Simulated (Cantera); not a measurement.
A closed system holds: 1 mol toluene, 0.11 mol CO2, 1.5 mol N2, 1.8 mol H2O, at 63.8 Torr.

Cantera equilibrium calculation (NASA polynomials, part measured and part estimated; ideal gas, pure solids and liquids). Candidate condensed phases: C, C6H6, C7H8, C8H18, H2O; 136 gas species. Equilibrium is a limit: real reactors are often held back by kinetics, nucleation or transport.

x: gas mole fraction; n: condensed amount in mol.

```csv
T (°C),x H2,x CO,x N2,x H2O,x CO2,x CH4,x HCN,n C(graphite)
652,0.613,0.190,0.166,0.0147,0.00925,0.00724,4.51e-7,5.24
702,0.616,0.206,0.163,0.00650,0.00348,0.00406,1.09e-6,5.14
752,0.619,0.213,0.162,0.00297,0.00132,0.00239,2.43e-6,5.11
802,0.620,0.215,0.161,0.00143,0.000534,0.00147,5.02e-6,5.09
852,0.621,0.216,0.161,0.000733,0.000232,0.000945,9.71e-6,5.09
902,0.621,0.216,0.161,0.000396,0.000108,0.000628,1.78e-5,5.09
952,0.622,0.217,0.161,0.000225,5.34e-5,0.000431,3.09e-5,5.09
1002,0.622,0.217,0.161,___,___,___,___,5.09
1052,0.622,0.217,0.161,8.24e-5,1.54e-5,0.000221,8.25e-5,5.09
1102,0.622,0.217,0.161,___,___,___,___,5.09
1152,0.622,0.217,0.161,3.48e-5,5.33e-6,0.000124,0.000192,5.09
1202,0.622,0.217,0.161,2.36e-5,3.32e-6,9.56e-5,0.000279,5.09
1252,0.622,0.217,0.161,1.65e-5,2.13e-6,7.50e-5,0.000398,5.09
1302,0.622,0.217,0.161,1.18e-5,1.41e-6,5.98e-5,0.000553,5.08
```

**Question.** Some entries are withheld; supply them.

**Answer.** 
- 1002, x H2O: 0.000134
- 1002, x CO2: 2.80e-5
- 1002, x CH4: 0.000305
- 1002, x HCN: 5.15e-5
- 1102, x H2O: 5.27e-5
- 1102, x CO2: 8.88e-6
- 1102, x CH4: 0.000164
- 1102, x HCN: 0.000128
